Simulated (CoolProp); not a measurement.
Computed with CoolProp (reference Helmholtz-energy equation of state, Lemmon 2006). It is a short technical equation, of lower accuracy than the large ones.

### Question
For C2F6 (R116), give the phase and the Z, cv (kJ/(kg K)), Joule-Thomson coefficient (K/MPa), fugacity coefficient at 46.25 °C and 0.98 MPa; 46.25 °C and 4.57 MPa.

### Answer
- 46.25 °C and 0.98 MPa: gas; Z 0.916, cv 0.755, Joule-Thomson coefficient 7.50, fugacity coefficient 0.922
- 46.25 °C and 4.57 MPa: supercritical; Z 0.484, cv 0.832, Joule-Thomson coefficient 8.70, fugacity coefficient 0.648
